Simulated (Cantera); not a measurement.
A Cantera script and its output.

```python
import numpy as np
import cantera as ct

gas = ct.Solution("gri30.yaml")
gas.TPX = 1800, 31000, {'CH4': 0.013, 'H2': 1, 'N2': 0.00043}
reactor = ct.IdealGasConstPressureReactor(gas, energy="off", clone=False)
net = ct.ReactorNet([reactor])
net.rtol, net.atol = 1e-08, 1e-18
show = ['CH4', 'H2', 'C2H', 'CH2', 'CH3', 'C2H4', 'C2H6']
times = np.geomspace(2e-06, 6, 11)

steps = ct.SolutionArray(gas, extra=["t"])
rows = []
print(f"{'t/s':>10s}{'T/K':>9s}{'P/Pa':>11s}" + "".join(f"{s:>11s}" for s in show))
for t in times:
    while net.time < t:
        t_next = net.step()
        steps.append(gas.state, t=t_next)
    rows.append([np.interp(t, steps.t, y) for y in (steps.T, steps.P, *steps(*show).X.T)])
    print(f"{t:10.3e}{rows[-1][0]:9.1f}{rows[-1][1]:11.4g}" + "".join(f"{x:11.3e}" for x in rows[-1][2:]))
rate = np.gradient(steps.T, steps.t)
print("integrator steps:", len(steps.t))
if steps.T.max() > steps.T[0] + 200:
    print(f"time of steepest temperature rise: {steps.t[rate.argmax()]:.4e} s")
gas.TPX = 1800, 31000, {'CH4': 0.013, 'H2': 1, 'N2': 0.00043}
gas.equilibrate("TP")
print(f"equilibrium (TP): T = {gas.T:.1f} K  " + "  ".join(f"{s} {gas[s].X[0]:.3e}" for s in show))
```

Output:

```
       t/s      T/K       P/Pa        CH4         H2        C2H        CH2        CH3       C2H4       C2H6
 2.000e-06   1800.0    3.1e+04  1.283e-02  9.867e-01  1.215e-25  3.060e-13  4.382e-07  7.921e-14  1.988e-13
 8.887e-06   1800.0    3.1e+04  1.283e-02  9.867e-01  2.604e-22  5.495e-12  1.369e-06  6.257e-12  9.027e-12
 3.949e-05   1800.0    3.1e+04  1.282e-02  9.867e-01  4.149e-19  1.091e-10  5.276e-06  4.397e-10  4.681e-10
 1.755e-04   1800.0    3.1e+04  1.280e-02  9.867e-01  9.860e-16  2.139e-09  2.247e-05  3.657e-08  1.991e-08
 7.796e-04   1800.0    3.1e+04  1.273e-02  9.864e-01  2.931e-12  3.357e-08  8.851e-05  2.388e-06  3.207e-07
 3.464e-03   1800.0    3.1e+04  1.247e-02  9.862e-01  4.508e-10  1.084e-07  1.583e-04  1.190e-05  8.174e-07
 1.539e-02   1800.0    3.1e+04  1.154e-02  9.867e-01  3.049e-09  1.026e-07  1.480e-04  1.376e-05  7.109e-07
 6.839e-02   1800.0    3.1e+04  8.650e-03  9.882e-01  1.112e-08  7.837e-08  1.115e-04  1.967e-05  4.044e-07
 3.039e-01   1800.0    3.1e+04  4.143e-03  9.905e-01  2.388e-08  3.873e-08  5.391e-05  3.135e-05  9.817e-08
 1.350e+00   1800.0    3.1e+04  1.625e-03  9.918e-01  3.113e-08  1.552e-08  2.127e-05  3.919e-05  2.066e-08
 6.000e+00   1800.0    3.1e+04  1.326e-03  9.919e-01  3.201e-08  1.271e-08  1.737e-05  4.019e-05  1.600e-08
integrator steps: 773
equilibrium (TP): T = 1800.0 K  CH4 1.295e-03  H2 9.919e-01  C2H 3.055e-08  CH2 1.242e-08  CH3 1.697e-05  C2H4 3.836e-05  C2H6 1.527e-08
```

Computed with Cantera and GRI-Mech 3.0 (53 species, 325 reactions). GRI-Mech 3.0 stops at C3 and has no aromatics, soot or wall deposition, so with more carbon than oxygen in the feed, carbon stays in small species such as C2H2 where larger ones or solid carbon would form.
